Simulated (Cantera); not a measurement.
Feed: 1 mol MgO, 1.2 mol CO, equilibrated at 2425 K and 280 Pa.

Cantera equilibrium calculation (NASA polynomials, part measured and part estimated; ideal gas, pure solids and liquids). Candidate condensed phases: C, Mg, MgCO3, MgO; 15 gas species. Equilibrium is a limit: real reactors are often held back by kinetics, nucleation or transport.

Question: What is the equilibrium state?

Answer: 
```
Item                                        Value
--------------------------------------  ---------
x(CO)                                       0.427
x(Mg)                                       0.303
x(CO2)                                      0.185
x(O2)                                      0.0401
x(O)                                       0.0375
x(MgO)                                    0.00709
n(MgO(s))                               0.393 mol
gas amount                              1.959 mol
log10 activity of Mg(l) (absent)            -5.12
log10 activity of C(graphite) (absent)      -7.87
```
